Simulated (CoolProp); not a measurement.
Vapour-liquid equilibrium of CHF3 (R23) (1) + isobutane (2) at -40.55 °C; x and y are mole fractions of (1).

The numbers come from the multi-fluid Helmholtz-energy mixture model, Penoncello 2003 and Bücker 2006; pair parameters Bell 2016 in CoolProp.

```
x     bubble pressure (MPa)  y at the bubble point  dew pressure at overall composition x (MPa)  liquid density (mol/L)
----  ---------------------  ---------------------  -------------------------------------------  ----------------------
0.05                 0.1744                  0.838                                      0.02939                   10.97
0.15                 0.3916                  0.928                                      0.03289                   11.43
0.25                 0.5172                  0.946                                      0.03732                   11.92
0.35                 0.5762                  0.952                                      0.04311                   12.45
0.45                 0.5965                  0.954                                      0.05100                   13.03
0.55                 0.6004                  0.955                                      0.06239                   13.67
0.65                 0.6027                  0.955                                      0.08032                   14.39
0.75                 0.6121                  0.957                                       0.1127                   15.23
0.85                 0.6336                  0.964                                       0.1884                   16.23
0.95                 0.6694                  0.983                                       0.5558                   17.45
```

No azeotrope shows between x = 0.05 and 0.95.

Pair parameters are fitted to limited data, so mixtures are less certain than the pure fluids. With so large a gap from Raoult's law the liquid may split in two, which this calculation doesn't test in full.
